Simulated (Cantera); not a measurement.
Charge: 1 mol SiCl₄, 0.007 mol C₂H₄, 1500 mol H₂, at 1777 °C.

These are equilibrium values from Cantera (NASA tables, ideal gas, pure condensed phases), not measurements of a reactor. Candidate condensed phases: C, C₆H₆, C₇H₈, C₈H₁₈, Si, SiC; 109 gas species. Gases not in the tables: Si₂H₆ and higher silanes. Equilibrium is a limit: real reactors are often held back by kinetics, nucleation or transport.

log p: log10 of the partial pressure in bar; n: condensed amount in mol.

```
P (Pa)  log p H₂  log p H  log p HCl  log p Si  log p SiH₂  log p Cl  log p SiH  n Si(l)
------  --------  -------  ---------  --------  ----------  --------  ---------  -------
100        -3.03    -4.16      -5.61     -6.20           …     -6.87      -7.94        0
400        -2.41    -3.85      -4.99     -5.60           …     -6.56      -7.03        0
1600       -1.81    -3.55      -4.38     -5.03           …     -6.25      -6.15        0
6300       -1.21    -3.25      -3.78     -4.50           …     -5.96      -5.32        0
25000      -0.61    -2.95      -3.19     -4.11           …     -5.66      -4.63    0.118
100000      0.00    -2.65      -2.58     -4.11           …     -5.36      -4.33    0.565
```

Problem. Some entries are withheld; supply them.

Solution. 
- 100, log p SiH₂: -8.98
- 400, log p SiH₂: -7.76
- 1600, log p SiH₂: -6.57
- 6300, log p SiH₂: -5.45
- 25000, log p SiH₂: -4.46
- 100000, log p SiH₂: -3.86
